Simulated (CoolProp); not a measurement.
Values from CoolProp's reference Helmholtz-energy equation of state, Setzmann 1991.

For methane, give the phase and the cp (kJ/(kg K)), cv (kJ/(kg K)) at 289.8 K and 0.218 bar; 289.8 K and 10.1 bar; 289.8 K and 42.7 bar.


- 289.8 K and 0.218 bar: gas; cp 2.21, cv 1.69
- 289.8 K and 10.1 bar: gas; cp 2.27, cv 1.70
- 289.8 K and 42.7 bar: gas; cp 2.53, cv 1.74
